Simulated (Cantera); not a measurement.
## Stirred combustor or abatement burner

A perfectly stirred reactor is fed with 25.0 % CO, 7.51 % H2, 2.75 % CH4, 13.6 % O2, 51.1 % N2, equivalence ratio 1.6, at 1.00 atm; it is adiabatic with a 548 K inlet, and is followed from long to short residence time, starting on the burning branch (τ in s: 0.061, 0.022, 0.0077, 0.0027, 0.00096, 0.00034, 0.00012, 4.3e-05, 1.5e-05).

Cantera simulation using GRI-Mech 3.0 (53 species, 325 reactions); the numbers are that mechanism's predictions, not measurements.

| τ (s) | T (K) | x CO | x H2 | x CH4 | x O | x CH2 |
|---|---|---|---|---|---|---|
| 0.061 | 2338 | 0.157 | 0.0220 | 1.44e-6 | 0.000264 | 8.09e-8 |
| 0.022 | 2315 | 0.157 | 0.0222 | 2.57e-6 | 0.000497 | 1.53e-7 |
| 0.0077 | 2272 | 0.159 | 0.0227 | 4.60e-6 | 0.00103 | 2.56e-7 |
| 0.0027 | 2200 | 0.161 | 0.0235 | 8.68e-6 | 0.00211 | 3.79e-7 |
| 0.00096 | 2095 | 0.163 | 0.0248 | 1.79e-5 | 0.00389 | 5.16e-7 |
| 0.00034 | 1958 | 0.166 | 0.0260 | 4.24e-5 | 0.00633 | 6.81e-7 |
| 0.00012 | 1798 | 0.170 | 0.0266 | 0.000122 | 0.00891 | 9.21e-7 |
| 4.3e-5 | 1615 | 0.187 | 0.0266 | 0.000488 | 0.00999 | 1.46e-6 |
| 1.5e-5 | 548 | 0.250 | 0.0751 | 0.0275 | <1e-12 | <1e-12 |
x: mole fraction; the columns are a selection and need not sum to one.
